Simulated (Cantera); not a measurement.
## Stirred combustor or abatement burner

A perfectly stirred reactor is fed with 12.8 % CH₄, 18.3 % O₂, 68.8 % N₂, at 1.00 bar; it is adiabatic with a 725 K inlet, and is followed from long to short residence time, starting on the burning branch (τ in s: 0.096, 0.044, 0.021, 0.0096, 0.0045, 0.0021, 0.00096, 0.00045, 0.00021, 9.6e-05, 4.5e-05).

Model: GRI-Mech 3.0 (53 species, 325 reactions), integrated in Cantera.

```csv
τ (s),T (K),x CH₄,x O₂,x H₂O₂,x C₂H₆,x H₂O,x HCN
0.096,2271,1.56e-5,9.16e-5,7.60e-9,7.59e-11,0.178,4.79e-6
0.044,2265,2.47e-5,0.000142,1.02e-8,2.17e-10,0.177,8.81e-6
0.021,2258,3.67e-5,0.000223,1.38e-8,5.41e-10,0.177,1.47e-5
0.0096,2248,5.58e-5,0.000365,1.92e-8,1.37e-9,0.176,2.39e-5
0.0045,2237,8.70e-5,0.000592,2.60e-8,3.50e-9,0.175,3.72e-5
0.0021,2223,0.000145,0.000977,3.49e-8,9.81e-9,0.174,5.77e-5
0.00096,2207,0.000266,0.00169,4.77e-8,3.26e-8,0.173,9.06e-5
0.00045,2187,0.000518,0.00303,6.97e-8,1.23e-7,0.172,0.000134
0.00021,2153,0.00112,0.00593,1.24e-7,5.86e-7,0.170,0.000167
9.6e-5,2064,0.00332,0.0149,3.73e-7,6.16e-6,0.165,0.000119
4.5e-5,725,0.128,0.183,<1e-12,<1e-12,<1e-12,<1e-12
```
x: mole fraction; the columns are a selection and need not sum to one.
